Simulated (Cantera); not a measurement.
A closed system holds: 1 mol Al, 0.54 mol HCl, 41 mol H₂.

Method: chemical equilibrium by Gibbs-energy minimisation in Cantera with the NASA 1993 tables (ideal gas, pure condensed phases). Candidate condensed phases: Al, AlCl₃; 12 gas species. The tables' values for AlCl₂ are old estimates. Kinetics and transport are ignored.

Q: What condenses at these points (T in K, P in Pa): (1625, 10); (1925, 77); (1625, 77); (1525, 100000); (1675, 100000)?

A: 
```
T (K)  P in Pa  condensed phases  Al condensed (%)
-----  -------  ----------------  ----------------
1625        10          gas only               0.0
1925        77          gas only               0.0
1625        77          gas only               0.0
1525    100000                Al              46.4
1675    100000                Al              45.2
```
